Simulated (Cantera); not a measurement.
Input: 1 mol Si₃N₄, 1.4 mol HF, 0.51 mol H₂, at 1425 K and 100000 Pa.

Equilibrium computed with Cantera from the NASA thermochemical tables; the gas is ideal and each condensed phase is pure. Candidate condensed phases: Si, Si₃N₄; 37 gas species. The tables' values for SiF₃, SiF₂ are old estimates; treat these amounts as uncertain. Kinetics and transport are ignored.

Base state: H₂ 0.668, SiF₄ 0.187, N₂ 0.131, SiHF₃ 0.00616, HF 0.00563, SiF₃ 0.00305, SiH₂F₂ 9.41e-5, SiF₂ 3.26e-5 (mole fractions); condensed: Si₃N₄(s).

What changes in the equilibrium state with this change: pressure from 100000 Pa to 1100 Pa?


```
species         before    after
-------------  -------  -------
H₂               0.668    0.662
SiF₄             0.187    0.173
N₂               0.131    0.132
SiF₃           0.00305   0.0189
NH₃            1.55e-5  1.69e-7
SiF₂           3.26e-5  0.00135
H              5.57e-6  5.29e-5
SiH₂F₂         9.41e-5  4.23e-5
SiHF₃          0.00616  0.00398
Si₃N₄(s), mol    0.883    0.881
```

What changes in the equilibrium state with this change: pressure from 100000 Pa to 2200 Pa?


```csv
species,before,after
H₂,0.668,0.664
SiF₄,0.187,0.177
N₂,0.131,0.131
SiF₃,0.00305,0.0144
NH₃,1.55e-5,3.39e-7
SiF₂,3.26e-5,0.000764
H,5.57e-6,3.75e-5
"Si₃N₄(s), mol",0.883,0.881
```
